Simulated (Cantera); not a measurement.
Input: 1 mol Al(CH3)3, 1.7 mol O2, 620 mol N2, held at 10.0 mbar.

Method: chemical equilibrium by Gibbs-energy minimisation in Cantera with the NASA 1993 tables (ideal gas, pure condensed phases). Candidate condensed phases: Al, AlN, Al2O3, C, C6H6, C7H8, C8H18, H2O; 148 gas species. The feed counts by its element totals alone. Mutual solubility and eutectic melting of coexisting phases are not modelled. Equilibrium is a limit: real reactors are often held back by kinetics, nucleation or transport.

Q: At 1675 K, list the 5 most abundant gas species with their mole fractions, and the condensed phases.

A: N2 0.988, H2 0.00713, CO 0.00478, H 9.80e-5, Al 1.28e-5. Condensed: AlN(s) + Al2O3(s).
